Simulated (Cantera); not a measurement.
Feed: 1 mol Si, 2.7 mol H2, at 1 atm.

These are equilibrium values from Cantera (NASA tables, ideal gas, pure condensed phases), not measurements of a reactor. Candidate condensed phases: Si; 9 gas species. Gases not in the tables: Si2H6 and higher silanes. Rates play no part.

log p: log10 of the partial pressure in bar; n: condensed amount in mol.

```json
[
 {"T (K)": "1423", "log p H2": "0.01", "log p H": "___", "log p SiH2": "-6.27", "log p SiH4": "-6.02", "n Si(s)": "1.000", "n Si(l)": "0"},
 {"T (K)": "1448", "log p H2": "0.01", "log p H": "___", "log p SiH2": "-6.12", "log p SiH4": "-6.01", "n Si(s)": "1.000", "n Si(l)": "0"},
 {"T (K)": "1473", "log p H2": "0.01", "log p H": "___", "log p SiH2": "-5.97", "log p SiH4": "-5.99", "n Si(s)": "1.000", "n Si(l)": "0"},
 {"T (K)": "1498", "log p H2": "0.01", "log p H": "___", "log p SiH2": "-5.83", "log p SiH4": "-5.98", "n Si(s)": "1.000", "n Si(l)": "0"},
 {"T (K)": "1523", "log p H2": "0.01", "log p H": "___", "log p SiH2": "-5.69", "log p SiH4": "-5.97", "n Si(s)": "1.000", "n Si(l)": "0"},
 {"T (K)": "1548", "log p H2": "0.01", "log p H": "___", "log p SiH2": "-5.56", "log p SiH4": "-5.95", "n Si(s)": "1.000", "n Si(l)": "0"},
 {"T (K)": "1573", "log p H2": "0.01", "log p H": "___", "log p SiH2": "-5.43", "log p SiH4": "-5.94", "n Si(s)": "1.000", "n Si(l)": "0"},
 {"T (K)": "1598", "log p H2": "0.01", "log p H": "___", "log p SiH2": "-5.30", "log p SiH4": "-5.93", "n Si(s)": "1.000", "n Si(l)": "0"},
 {"T (K)": "1623", "log p H2": "0.01", "log p H": "___", "log p SiH2": "-5.18", "log p SiH4": "-5.92", "n Si(s)": "1.000", "n Si(l)": "0"},
 {"T (K)": "1648", "log p H2": "0.01", "log p H": "___", "log p SiH2": "-5.07", "log p SiH4": "-5.90", "n Si(s)": "1.000", "n Si(l)": "0"},
 {"T (K)": "1673", "log p H2": "0.01", "log p H": "___", "log p SiH2": "-4.95", "log p SiH4": "-5.89", "n Si(s)": "1.000", "n Si(l)": "0"},
 {"T (K)": "1698", "log p H2": "0.01", "log p H": "___", "log p SiH2": "-4.85", "log p SiH4": "-5.89", "n Si(s)": "0", "n Si(l)": "1.000"}
]
```

Task: Some entries are withheld; supply them.

Result: 
- 1423, log p H: -5.17
- 1448, log p H: -5.03
- 1473, log p H: -4.90
- 1498, log p H: -4.76
- 1523, log p H: -4.63
- 1548, log p H: -4.51
- 1573, log p H: -4.39
- 1598, log p H: -4.27
- 1623, log p H: -4.16
- 1648, log p H: -4.05
- 1673, log p H: -3.94
- 1698, log p H: -3.84
